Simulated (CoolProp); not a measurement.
Computed with CoolProp (reference Helmholtz-energy equation of state, Thol 2017).

Question: For decamethyltetrasiloxane (MD2M), give the phase and the density (kg/m³), cp (kJ/(kg K)), cv (kJ/(kg K)), isothermal compressibility (1/MPa) at 139.25 °C and 6.22 bar; 190.45 °C and 6.22 bar.

Answer: 
- 139.25 °C and 6.22 bar: liquid; density 734, cp 1.99, cv 1.72, isothermal compressibility 0.00448
- 190.45 °C and 6.22 bar: liquid; density 675, cp 2.10, cv 1.83, isothermal compressibility 0.00823
